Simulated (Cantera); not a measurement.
Adiabatic ignition

An adiabatic, constant-volume homogeneous reactor starts with CH₃OH : O₂ : N₂ = 1 : 1.55 : 5.81 (molar parts), equivalence ratio 0.97, at 1348 K and 26000 Pa.

Computed with Cantera and GRI-Mech 3.0 (53 species, 325 reactions). GRI-Mech 3.0 was tuned for natural gas; its chemistry of methanol as a main component is partial and can be far from experiment.

| t (s) | T (K) | P (bar) | x CH₃OH | x O₂ | x C₂H | x O | x CH₂CO |
|---|---|---|---|---|---|---|---|
| 6.00e-6 | 1348 | 0.260 | 0.120 | 0.185 | <1e-12 | 1.75e-9 | <1e-12 |
| 1.34e-5 | 1348 | 0.260 | 0.120 | 0.185 | <1e-12 | 1.79e-9 | <1e-12 |
| 2.98e-5 | 1348 | 0.260 | 0.120 | 0.185 | <1e-12 | 1.84e-9 | <1e-12 |
| 6.64e-5 | 1348 | 0.260 | 0.120 | 0.185 | <1e-12 | 1.93e-9 | <1e-12 |
| 0.000148 | 1348 | 0.260 | 0.120 | 0.185 | <1e-12 | 2.07e-9 | <1e-12 |
| 0.000329 | 1348 | 0.260 | 0.120 | 0.185 | <1e-12 | 2.30e-9 | <1e-12 |
| 0.000734 | 1348 | 0.260 | 0.119 | 0.185 | <1e-12 | 3.20e-9 | 1.10e-12 |
| 0.00164 | 1349 | 0.260 | 0.119 | 0.185 | <1e-12 | 8.03e-9 | 8.19e-12 |
| 0.00364 | 1441 | 0.284 | 0.0907 | 0.168 | <1e-12 | 6.63e-7 | 5.57e-9 |
| 0.00812 | 2720 | 0.588 | <1e-12 | 0.0285 | <1e-12 | 0.00872 | <1e-12 |
| 0.0181 | 2718 | 0.587 | <1e-12 | 0.0277 | <1e-12 | 0.00851 | <1e-12 |
| 0.0403 | 2718 | 0.587 | <1e-12 | 0.0277 | <1e-12 | 0.00851 | <1e-12 |
| 0.0898 | 2718 | 0.587 | <1e-12 | 0.0277 | <1e-12 | 0.00851 | <1e-12 |
| 0.200 | 2718 | 0.587 | <1e-12 | 0.0277 | <1e-12 | 0.00851 | <1e-12 |
x: mole fraction; the columns are a selection and need not sum to one.

```yaml
time_of_steepest_temperature_rise: 3.84 ms
temperature at 0.200 s: 2718 K
equilibrium_temperature: 2718 K
x(CH₃OH) at 0.200 s: <1e-12 (gas-phase equilibrium <1e-12)
x(O₂) at 0.200 s: 0.0277 (gas-phase equilibrium 0.0277)
x(C₂H) at 0.200 s: <1e-12 (gas-phase equilibrium <1e-12)
```
